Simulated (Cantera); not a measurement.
Charge: 1 mol CS₂, 0.035 mol SO₂, 0.68 mol N₂, at 308 Torr.

Cantera equilibrium calculation (NASA polynomials, part measured and part estimated; ideal gas, pure solids and liquids). Candidate condensed phases: C, S; 35 gas species. The numbers say what is thermodynamically allowed, not how fast it happens. All values below are at 1527 °C.

Base state: CS₂ 0.463, N₂ 0.382, S₂ 0.102, CO 0.0390, CS 0.0133, S 0.000371, COS 0.000303 (mole fractions); condensed: C(graphite).

Problem. What changes in the equilibrium state with this change: 0.089 mol H₂ added?

Solution. 
```tsv
species	before	after
CS₂	0.463	0.438
N₂	0.382	0.365
S₂	0.102	0.0967
H₂	0	0.0379
CO	0.0390	0.0373
CS	0.0133	0.0130
H₂S	0	0.00816
SH	0	0.00264
C(graphite), mol	0.0831	0.0897
```
Further candidate phases: C₆H₆, C₇H₈, C₈H₁₈, H₂O, H₂SO₄.
